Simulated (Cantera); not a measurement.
# Adiabatic ignition

An adiabatic, constant-volume homogeneous reactor starts with C3H8 : O2 : N2 = 2 : 3.57 : 9.64 (molar parts), at 1600 K and 97000 Pa.

Model: GRI-Mech 3.0 (53 species, 325 reactions), integrated in Cantera. GRI-Mech 3.0 was tuned for natural gas; its chemistry of propane as a main component is partial and can be far from experiment.

| t (s) | T (K) | P (bar) | x C3H8 | x O2 | x H2O | x H2O2 | x C2H2 |
|---|---|---|---|---|---|---|---|
| 2.00e-6 | 1584 | 0.964 | 0.128 | 0.233 | 0.000284 | 1.47e-5 | 4.02e-7 |
| 6.07e-6 | 1568 | 0.966 | 0.116 | 0.228 | 0.00320 | 5.10e-5 | 1.72e-5 |
| 1.84e-5 | 1598 | 1.03 | 0.0724 | 0.199 | 0.0196 | 9.08e-5 | 0.000459 |
| 5.58e-5 | 2745 | 2.49 | 2.57e-10 | 3.46e-6 | 0.0818 | 2.30e-9 | 0.0196 |
| 0.000169 | 2714 | 2.57 | <1e-12 | 1.42e-6 | 0.0438 | 7.86e-10 | 0.000693 |
| 0.000514 | 2694 | 2.56 | <1e-12 | 1.67e-6 | 0.0414 | 8.85e-10 | 1.54e-9 |
| 0.00156 | 2696 | 2.57 | <1e-12 | 1.74e-6 | 0.0415 | 9.13e-10 | 2.94e-11 |
| 0.00473 | 2696 | 2.57 | <1e-12 | 1.75e-6 | 0.0416 | 9.17e-10 | 2.63e-11 |
| 0.0143 | 2696 | 2.57 | <1e-12 | 1.75e-6 | 0.0416 | 9.18e-10 | 2.62e-11 |
| 0.0435 | 2696 | 2.57 | <1e-12 | 1.75e-6 | 0.0416 | 9.18e-10 | 2.62e-11 |
| 0.132 | 2696 | 2.57 | <1e-12 | 1.75e-6 | 0.0416 | 9.18e-10 | 2.62e-11 |
| 0.400 | 2696 | 2.57 | <1e-12 | 1.75e-6 | 0.0416 | 9.18e-10 | 2.62e-11 |
x: mole fraction; the columns are a selection and need not sum to one.

The time of steepest temperature rise is 32.4 µs, the temperature at 0.400 s is 2696 K and the equilibrium temperature comes out as 2696 K. The x(C3H8) at 0.400 s is <1e-12 (gas-phase equilibrium <1e-12). The x(O2) at 0.400 s is 1.75e-6 (gas-phase equilibrium 1.75e-6) and the x(H2O) at 0.400 s comes out as 0.0416 (gas-phase equilibrium 0.0416).
